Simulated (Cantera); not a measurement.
What does this Cantera script print?

```python
import numpy as np
import cantera as ct

gas = ct.Solution("gri30.yaml")


def delay(T, t_max=10):
    gas.TPX = T, 230000, {'H2': 1, 'O2': 1.11, 'N2': 4.18}
    reactor = ct.IdealGasConstPressureReactor(gas, clone=False)
    net = ct.ReactorNet([reactor])
    net.rtol, net.atol = 1e-8, 1e-16
    while net.time < t_max:
        t_old, T_old = net.time, reactor.T
        net.step()
        if reactor.T > T + 400:  # ignition: a rise of 400 K
            return t_old + (T + 400 - T_old) / (reactor.T - T_old) * (net.time - t_old)
    return np.nan


taus = []
for T in [1250, 1350, 1450, 1550, 1650, 1750, 1850, 1950]:
    taus.append(delay(T))
    print(f"T0 = {T:6g} K   tau = {taus[-1]:.4e} s")
```

Output:

```
T0 =   1250 K   tau = 1.8685e-05 s
T0 =   1350 K   tau = 1.2334e-05 s
T0 =   1450 K   tau = 9.3978e-06 s
T0 =   1550 K   tau = 7.9925e-06 s
T0 =   1650 K   tau = 7.4281e-06 s
T0 =   1750 K   tau = 7.3972e-06 s
T0 =   1850 K   tau = 7.7471e-06 s
T0 =   1950 K   tau = 8.3981e-06 s
```

Computed with Cantera and GRI-Mech 3.0 (53 species, 325 reactions). The hydrogen kinetics of GRI-Mech 3.0 are dated; newer H2 mechanisms differ, most at raised pressure. Where the delays flatten at high temperature, the 400 K rule measures the pace of heat release, not the induction time.
